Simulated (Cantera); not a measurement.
Charge: 1 mol Nb, 2 mol H₂O, at 0.340 bar.

Method: chemical equilibrium by Gibbs-energy minimisation in Cantera with the NASA 1993 tables (ideal gas, pure condensed phases). Candidate condensed phases: H₂O, Nb, NbO, NbO₂, Nb₂O₅; 12 gas species. Mutual solubility and eutectic melting of coexisting phases are not modelled. NbO: taken at fixed stoichiometry. Condensed phases not in the tables: the oxides between NbO₂ and Nb₂O₅. Rates play no part. All values below are at 1800 °C.

Base state: H₂ 0.981, H₂O 0.0148, H 0.00447, NbO₂ 3.96e-5 (mole fractions); condensed: NbO(s) + NbO₂(s).

Problem. What changes in the equilibrium state with this change: Nb replaced by Ta(OEt)₅?

Solution. 
```
species            before     after
----------------  -------  --------
H₂                  0.981     0.670
CO                      0     0.325
H                 0.00447   0.00369
H₂O                0.0148   6.56e-6
NbO₂              3.96e-5         0
C₂H₂ (acetylene)        0  0.000822
CH₄                     0   5.38e-5
NbO(s), mol        0.0298         0
NbO₂(s), mol        0.970         0
C(graphite), mol        0      1.96
TaC(s), mol             0      1.00
```
The feed counts by its element totals alone. TaC: taken at fixed stoichiometry. Condensed phases not in the tables: Ta₂C. Further candidate phases: C, C₆H₆, C₇H₈, C₈H₁₈, Ta, TaC, Ta₂O₅.
